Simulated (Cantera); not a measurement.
Input: 1 mol SiCl₄, 0.26 mol N₂O, 0.13 mol O₂, equilibrated at 1023.15 K and 13300 Pa.

Equilibrium computed with Cantera from the NASA thermochemical tables; the gas is ideal and each condensed phase is pure. Candidate condensed phases: Si, SiO₂, Si₂N₂O, Si₃N₄; 23 gas species. Equilibrium is a limit: real reactors are often held back by kinetics, nucleation or transport.

Base state: SiCl₄ 0.487, Cl₂ 0.342, N₂ 0.171, Cl 0.000872 (mole fractions); condensed: SiO₂(β-quartz).

Question: What changes in the equilibrium state with this change: SiCl₄ replaced by TEOS?

Answer: 
| species | before | after |
|---|---|---|
| H₂ | 0 | 0.775 |
| CO | 0 | 0.191 |
| N₂ | 0.171 | 0.0206 |
| SiCl₄ | 0.487 | 0 |
| Cl₂ | 0.342 | 0 |
| CH₄ | 0 | 0.00600 |
| H₂O | 0 | 0.00539 |
| SiO₂(β-quartz), mol | 0.260 | 1.00 |
| C(graphite), mol | 0 | 5.49 |
The feed counts by its element totals alone. Further candidate phases: C, C₆H₆, C₇H₈, C₈H₁₈, H₂O, SiC.
